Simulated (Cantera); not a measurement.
## Carbothermic reduction: PbO + C + CO

Charge: 1 mol PbO, a varied amount of C, 0.012 mol CO, held at 1598.15 K and 1.20 bar.

Method: chemical equilibrium by Gibbs-energy minimisation in Cantera with the NASA 1993 tables (ideal gas, pure condensed phases). Candidate condensed phases: C, Pb, PbO, PbO₂, Pb₃O₄; 15 gas species. Gases not in the tables: (PbO)n polymers. Equilibrium is a limit: real reactors are often held back by kinetics, nucleation or transport.

From 0.65 mol C to 0.84 mol C the condensed part is Pb(l). From 1.1 mol C to 6.8 mol C the condensed part is C(graphite) + Pb(l).

```tsv
n(C) (mol)	log p CO	log p CO₂	log p Pb	log p PbO	log p Pb₂	n Pb(l)	n C(graphite)
0.65	-0.27	-0.22	-1.22	-3.85	-4.35	0.965	0
0.84	-0.03	-0.67	-1.22	-4.54	-4.35	0.955	0
1.1	0.06	-3.42	-1.22	-7.37	-4.35	0.947	0.100
1.4	0.06	-3.42	-1.22	-7.37	-4.35	0.947	0.400
1.8	0.06	-3.42	-1.22	-7.37	-4.35	0.947	0.800
2.4	0.06	-3.42	-1.22	-7.37	-4.35	0.947	1.40
3.1	0.06	-3.42	-1.22	-7.37	-4.35	0.947	2.10
4	0.06	-3.42	-1.22	-7.37	-4.35	0.947	3.00
5.2	0.06	-3.42	-1.22	-7.37	-4.35	0.947	4.20
6.8	0.06	-3.42	-1.22	-7.37	-4.35	0.947	5.80
```
log p: log10 of the partial pressure in bar; n: condensed amount in mol.
